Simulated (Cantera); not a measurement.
Cantera run, input and output.

```python
import numpy as np
import cantera as ct

gas = ct.Solution("gri30.yaml")


def delay(T, t_max=10):
    gas.TPX = T, 540000, {'CH4': 1, 'O2': 2, 'N2': 13.2, 'H2O': 0.64, 'C2H6': 0.086}
    reactor = ct.IdealGasReactor(gas, clone=False)
    net = ct.ReactorNet([reactor])
    net.rtol, net.atol = 1e-8, 1e-16
    while net.time < t_max:
        t_old, T_old = net.time, reactor.T
        net.step()
        if reactor.T > T + 400:  # ignition: a rise of 400 K
            return t_old + (T + 400 - T_old) / (reactor.T - T_old) * (net.time - t_old)
    return np.nan


taus = []
for T in [1048, 1098, 1148, 1198, 1248, 1298, 1348, 1398, 1448]:
    taus.append(delay(T))
    print(f"T0 = {T:6g} K   tau = {taus[-1]:.4e} s")
```

Result:

```
T0 =   1048 K   tau = 1.9360e-02 s
T0 =   1098 K   tau = 9.3219e-03 s
T0 =   1148 K   tau = 5.0137e-03 s
T0 =   1198 K   tau = 2.9079e-03 s
T0 =   1248 K   tau = 1.7657e-03 s
T0 =   1298 K   tau = 1.0988e-03 s
T0 =   1348 K   tau = 6.9090e-04 s
T0 =   1398 K   tau = 4.3561e-04 s
T0 =   1448 K   tau = 2.7485e-04 s
```

Cantera simulation using GRI-Mech 3.0 (53 species, 325 reactions); the numbers are that mechanism's predictions, not measurements.
